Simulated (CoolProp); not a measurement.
Vapour-liquid equilibrium of R152A (1) + n-butane (2) at 225.2 K; x and y are mole fractions of (1).

The numbers come from the multi-fluid Helmholtz-energy mixture model, Outcalt 1996 and Bücker 2006; pair parameters Bell 2016 in CoolProp.

```tsv
x	bubble pressure (kPa)	y at the bubble point	dew pressure at overall composition x (kPa)	liquid density (mol/L)
0.05	19.98	0.485	11.24	11.32
0.125	27.96	0.650	12.16	11.56
0.2	31.82	0.703	13.25	11.80
0.275	33.53	0.725	14.54	12.07
0.35	34.18	0.734	16.11	12.35
0.425	34.37	0.737	18.06	12.66
0.5	34.39	0.737	20.51	12.99
0.575	34.43	0.738	23.71	13.35
0.65	34.51	0.742	27.97	13.74
0.725	34.62	0.752	33.53	14.16
0.8	34.60	0.774	34.37	14.62
0.875	34.17	0.816	33.20	15.12
0.95	32.77	0.899	31.77	15.66
```

y crosses x between x = 0.725 and 0.8: the model has an azeotrope there.

Pair parameters are fitted to limited data, so mixtures are less certain than the pure fluids. With so large a gap from Raoult's law the liquid may split in two, which this calculation doesn't test in full.
